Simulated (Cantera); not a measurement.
Feed: 1 mol SF6, 0.18 mol O2, held at 0.700 bar.

Cantera equilibrium calculation (NASA polynomials, part measured and part estimated; ideal gas, pure solids and liquids). Candidate condensed phases: S; 45 gas species. Ions and electrons are included (thermal ionisation). Kinetics and transport are ignored.

Q: At 4000 K, list the 6 most abundant gas species with their mole fractions, and the condensed phases.

A: F 0.825, S 0.121, O 0.0383, SO 0.0102, SF 0.00281, S2 0.00196. Condensed: gas only.
